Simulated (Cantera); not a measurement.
Standard-state values (1 bar) from the NASA 1993 polynomials, evaluated with Cantera. Values are per mole of reaction as written; species without (g) are pure solids or liquids, kept so even where they would boil at 1 bar.

Q: Between 1275 and 2075 K, where is each reaction favourable under standard conditions?
- Ta + O₂(g) = TaO₂(g)
- 1.333 B + O₂(g) = 0.6667 B₂O₃(g)
- 0.8 Ta + O₂(g) = 0.4 Ta₂O₅

A: 
- Ta + O₂(g) = TaO₂(g): ΔG° is -237 kJ at 1275 K and -253 kJ at 2075 K; it stays negative (K > 1). ΔH° is -216 kJ and ΔS° 18 J/K at 2075 K.
- 1.333 B + O₂(g) = 0.6667 B₂O₃(g): ΔG° is -525 kJ at 1275 K and -502 kJ at 2075 K; it stays negative (K > 1). ΔH° is -566 kJ and ΔS° -31 J/K at 2075 K.
- 0.8 Ta + O₂(g) = 0.4 Ta₂O₅: ΔG° is -597 kJ at 1275 K and -469 kJ at 2075 K; it stays negative (K > 1). ΔH° is -744 kJ and ΔS° -132 J/K at 2075 K.
